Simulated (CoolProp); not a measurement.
Saturation properties of methanol.

The numbers come from the reference Helmholtz-energy equation of state, de Reuck 1993 in CoolProp.

```tsv
T (°C)	p (bar)	vapour density (kg/m³)	enthalpy of vaporisation (kJ/kg)	liquid viscosity (µPa s)
93.15	2.838	3.267	1039	239
103.75	3.975	4.527	1012	215
114.35	5.455	6.171	983.0	193
125.05	7.369	8.317	950.4	174
135.65	9.758	11.05	914.6	158
146.25	12.73	14.54	875.1	143
156.85	16.37	18.99	831.5	129
167.45	20.78	24.63	783.9	116
178.05	26.08	31.71	733.3	105
188.65	32.35	40.43	680.9	93.7
199.25	39.71	51.25	625.4	83.5
209.95	48.36	66.21	557.0	73.6
220.55	58.44	89.57	462.5	63.8
231.15	70.31	129.5	328.9	52.9
```

It boils at 64.5 °C under 1 atm.

Viscosity comes from a separate model (Xiang 2006).
